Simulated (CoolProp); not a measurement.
Vapour-liquid equilibrium of diethyl ether (1) + methanol (2) at 283.5 K; x and y are mole fractions of (1).

Model: multi-fluid Helmholtz-energy mixture model, Thol 2014 and de Reuck 1993; pair parameters Bell 2016, in CoolProp.

**Question.** Give the bubble pressure and the first vapour's composition at x = 0.05, 0.65, 0.95. Is there an azeotrope?

**Answer.** x = 0.05: 0.01420 MPa, y = 0.486; x = 0.65: 0.03579 MPa, y = 0.850; x = 0.95: 0.03919 MPa, y = 0.960. No azeotrope shows between x = 0.05 and 0.95.

The pair parameters rest on a limited set of measurements; away from them the model extrapolates. With so large a gap from Raoult's law the liquid may split in two, which this calculation doesn't test in full.
